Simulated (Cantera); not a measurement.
**Thermodynamics of carbothermic reduction, feed Ta₂O₅ + C + CO**

Charge: 1 mol Ta₂O₅, 3.5 mol C, 0.11 mol CO, held at 1 atm.

Equilibrium computed with Cantera from the NASA thermochemical tables; the gas is ideal and each condensed phase is pure. Candidate condensed phases: C, Ta, TaC, Ta₂O₅; 15 gas species. Mutual solubility and eutectic melting of coexisting phases are not modelled. TaC: taken at fixed stoichiometry. Condensed phases not in the tables: Ta₂C. Equilibrium is a limit: real reactors are often held back by kinetics, nucleation or transport.

From 975 K to 1375 K the condensed part is C(graphite) + Ta₂O₅(s). From 1475 K to 1975 K the condensed part is TaC(s) + Ta₂O₅(s). From 2075 K to 2275 K the condensed part is TaC(s) + Ta₂O₅(l).

```
T (K)   x CO    x CO₂    x TaO₂     x TaO       x O  n C(graphite)  n Ta₂O₅(s)  n TaC(s)  n Ta₂O₅(l)
-----  -----  -------  --------  --------  --------  -------------  ----------  --------  ----------
975    0.623    0.377    <1e-12    <1e-12    <1e-12           3.53        1.00         0           0
1075   0.891    0.109    <1e-12    <1e-12    <1e-12           3.51        1.00         0           0
1175   0.974   0.0260    <1e-12    <1e-12    <1e-12           3.50        1.00         0           0
1275   0.993  0.00700    <1e-12    <1e-12    <1e-12           3.50        1.00         0           0
1375   0.998  0.00224    <1e-12    <1e-12    <1e-12           3.50        1.00         0           0
1475   0.998  0.00208    <1e-12    <1e-12    <1e-12              0       0.499      1.00           0
1575   0.998  0.00207  1.31e-11    <1e-12    <1e-12              0       0.499      1.00           0
1675   0.998  0.00205  2.53e-10  2.47e-12  3.55e-12              0       0.499      1.00           0
1775   0.998  0.00204   3.46e-9  5.37e-11  3.06e-11              0       0.499      1.00           0
1875   0.998  0.00204   3.53e-8  8.34e-10  2.10e-10              0       0.499      1.00           0
1975   0.998  0.00203   2.83e-7   9.73e-9   1.18e-9              0       0.499      1.00           0
2075   0.998  0.00201   1.79e-6   8.75e-8   5.60e-9              0           0      1.00       0.499
2175   0.998  0.00192   8.44e-6   5.91e-7   2.21e-8              0           0      1.00       0.499
2275   0.998  0.00183   3.43e-5   3.34e-6   7.71e-8              0           0      1.00       0.499
```
x: gas mole fraction; n: condensed amount in mol.
